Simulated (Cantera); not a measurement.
An isothermal plug-flow reactor at 500 K and 5.00 bar (inlet), inlet velocity 3.9 m/s, active area per volume 430 1/m; feed H2 : O2 : N2 = 0.014 : 0.032 : 0.79 (molar parts).

Detailed kinetics in Cantera: Deutschmann's 1995 Pt surface mechanism with GRI-Mech 3.0 gas chemistry. Catalytic surfaces can have several steady states; this one follows from the mechanism file's or the stated starting coverage. Mass transfer to the wall is taken as infinitely fast.

x: gas mole fraction; θ: surface coverage.

```json
[
 {"z (m)": "3.2e-05", "x H2": "0.0158", "x O2": "0.0378", "x H2O": "0.000970", "θ free Pt": "0.612", "θ O*": "0.263", "θ OH*": "0.123"},
 {"z (m)": "5.4e-05", "x H2": "0.0152", "x O2": "0.0375", "x H2O": "0.00158", "θ free Pt": "0.593", "θ O*": "0.280", "θ OH*": "0.124"},
 {"z (m)": "9e-05", "x H2": "0.0143", "x O2": "0.0371", "x H2O": "?", "θ free Pt": "0.564", "θ O*": "?", "θ OH*": "0.126"},
 {"z (m)": "0.00015", "x H2": "0.0130", "x O2": "0.0364", "x H2O": "0.00382", "θ free Pt": "0.521", "θ O*": "0.347", "θ OH*": "0.129"},
 {"z (m)": "0.00025", "x H2": "0.0112", "x O2": "0.0356", "x H2O": "0.00558", "θ free Pt": "0.462", "θ O*": "0.403", "θ OH*": "0.132"},
 {"z (m)": "0.00042", "x H2": "0.00906", "x O2": "0.0346", "x H2O": "0.00775", "θ free Pt": "0.384", "θ O*": "0.477", "θ OH*": "0.135"},
 {"z (m)": "0.0007", "x H2": "?", "x O2": "0.0335", "x H2O": "?", "θ free Pt": "?", "θ O*": "?", "θ OH*": "0.134"},
 {"z (m)": "0.0012", "x H2": "0.00470", "x O2": "0.0324", "x H2O": "0.0121", "θ free Pt": "0.212", "θ O*": "0.658", "θ OH*": "0.127"},
 {"z (m)": "0.0019", "x H2": "0.00324", "x O2": "0.0317", "x H2O": "0.0136", "θ free Pt": "0.150", "θ O*": "0.732", "θ OH*": "0.116"},
 {"z (m)": "0.0032", "x H2": "0.00204", "x O2": "0.0311", "x H2O": "0.0148", "θ free Pt": "0.0960", "θ O*": "0.803", "θ OH*": "0.0992"}
]
```

Q: Some entries are withheld; supply them.

A: 
- 9e-05, x H2O: 0.00249
- 9e-05, θ O*: 0.307
- 0.0007, x H2: 0.00684
- 0.0007, x H2O: 0.00999
- 0.0007, θ free Pt: 0.299
- 0.0007, θ O*: 0.563
